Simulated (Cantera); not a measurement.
Charge: 1 mol Si2Cl6, 0.37 mol HCl, 98 mol H2, held at 1225 °C and 0.975 Torr.

Equilibrium computed with Cantera from the NASA thermochemical tables; the gas is ideal and each condensed phase is pure. Candidate condensed phases: Si; 19 gas species. The feed counts by its element totals alone. The tables' values for SiCl3, SiCl are old estimates; treat these amounts as uncertain. The numbers say what is thermodynamically allowed, not how fast it happens.

Base state: H2 0.944, HCl 0.0474, SiCl2 0.00763, H 0.000463, SiCl3 3.39e-5, Cl 1.88e-5, SiCl 1.01e-5 (mole fractions); condensed: Si(s).

### Question
What changes in the equilibrium state with this change: temperature from 1225 °C to 1550 °C?

### Answer
| species | before | after |
|---|---|---|
| H2 | 0.944 | 0.930 |
| HCl | 0.0474 | 0.0470 |
| H | 0.000463 | 0.0116 |
| Si | 7.72e-6 | 0.00340 |
| SiCl2 | 0.00763 | 0.00713 |
| Si2 | 9.73e-9 | 2.20e-5 |
| SiH | 8.75e-7 | 0.000126 |
| SiCl | 1.01e-5 | 0.000453 |
| Cl | 1.88e-5 | 0.000447 |
| SiH2 | 1.38e-6 | 3.27e-5 |
| Si(s), mol | 1.22 | 0 |
| Si(l), mol | 0 | 0.853 |
The tables' values for SiCl are old estimates; treat these amounts as uncertain. Gases not in the tables: Si2H6 and higher silanes.
